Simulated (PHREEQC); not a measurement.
**Polishing slurry liquid**

Solution (25 °C): 0.0057 mol/kgw H2SO4, 0.00028 mol/kgw K2SO4 and 0.0013 mol/kgw CuSO4. Closed to the air; pH follows from the charge balance.

Computed with PHREEQC (ion-association model, phreeqc.dat).

Each row changes one thing in this solution. No solid was allowed to form.

| case | pH | ionic strength (mol/kgw) | SO4-2 (mol/kgw) | HSO4- (mol/kgw) | Cu+2 (mol/kgw) | CuSO4 (mol/kgw) |
|---|---|---|---|---|---|---|
| as made | 2.10 | 0.0169 | 0.00452 | 0.00242 | 0.000970 | 0.000330 |
| 0.0011 mol/kgw NaHCO3 added | 2.14 | 0.0173 | 0.00467 | 0.00224 | 0.000963 | 0.000337 |
| H2SO4 from 0.0057 to 0.057 mol/kgw | 1.23 | 0.0895 | 0.0152 | 0.0429 | 0.000874 | 0.000425 |
| CuSO4 from 0.0013 to 0.0065 mol/kgw | 2.14 | 0.0297 | 0.00732 | 0.00319 | 0.00454 | 0.00196 |
| H2SO4 from 0.0057 to 0.00114 mol/kgw | 2.74 | 0.00793 | 0.00219 | 0.000296 | 0.00107 | 0.000231 |
| H2SO4 from 0.0057 to 0.00513 mol/kgw | 2.14 | 0.0159 | 0.00427 | 0.00211 | 0.000977 | 0.000323 |
| diluted 10-fold with water | 2.99 | 0.00216 | 0.000660 | 5.69e-5 | 0.000119 | 1.07e-5 |
